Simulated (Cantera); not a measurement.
Feed: 1 mol CuO, 8.9 mol H₂, 0.37 mol N₂, at 0.825 Torr.

Cantera equilibrium calculation (NASA polynomials, part measured and part estimated; ideal gas, pure solids and liquids). Candidate condensed phases: Cu, CuO, Cu(OH)₂, Cu₂O, H₂O; 27 gas species. Rates play no part.

Q: Which condensed phases are stable at each of these points (T (°C)): 1227, 1277, 1327, 1377, 1427, 1477, 1527?

A: 
| T (°C) | condensed phases | Cu condensed (%) |
|---|---|---|
| 1227 | Cu(l) | 93.0 |
| 1277 | Cu(l) | 84.1 |
| 1327 | Cu(l) | 65.2 |
| 1377 | Cu(l) | 25.9 |
| 1427 | gas only | 0.0 |
| 1477 | gas only | 0.0 |
| 1527 | gas only | 0.0 |

From 1227 °C to 1377 °C the condensed part is Cu(l). From 1427 °C to 1527 °C nothing is condensed.
